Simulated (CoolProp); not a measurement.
Vapour-liquid equilibrium of toluene (1) + n-dodecane (2) at 75.05 °C; x and y are mole fractions of (1).

The numbers come from the multi-fluid Helmholtz-energy mixture model, Lemmon 2006 and Lemmon 2004; pair parameters Bell 2016 in CoolProp.

Q: Give the bubble pressure and the first vapour's composition at x = 0.05, 0.5, 0.65. Is there an azeotrope?

A: x = 0.05: 1.889 kPa, y = 0.719; x = 0.5: 16.92 kPa, y = 0.984; x = 0.65: 21.71 kPa, y = 0.991. No azeotrope shows between x = 0.05 and 0.95.

The pair parameters rest on a limited set of measurements; away from them the model extrapolates. The gap from Raoult's law changes sign with composition, which may be real or a fault of the pair parameters; it wasn't checked against measurements.
